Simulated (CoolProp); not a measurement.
Aqueous magnesium chloride as a coolant, 13 % by mass, freezing at -13.1 °C, 1 atm.

Computed with CoolProp (Melinder's fits for secondary coolants).

```csv
T (°C),cp (kJ/(kg K)),Prandtl number,conductivity (W/(m K)),viscosity (mPa s)
-7.5,3.388,28.4,0.519,4.35
1.5,3.408,20.1,0.535,3.15
10.5,3.427,14.7,(withheld),2.37
19.6,3.446,11.0,0.567,1.81
28.6,3.464,8.26,0.583,1.39
37.6,3.482,(withheld),(withheld),1.06
```

Task: What belongs in the gaps?

Result: 
- 10.5, conductivity (W/(m K)): 0.551
- 37.6, Prandtl number: 6.18
- 37.6, conductivity (W/(m K)): 0.598
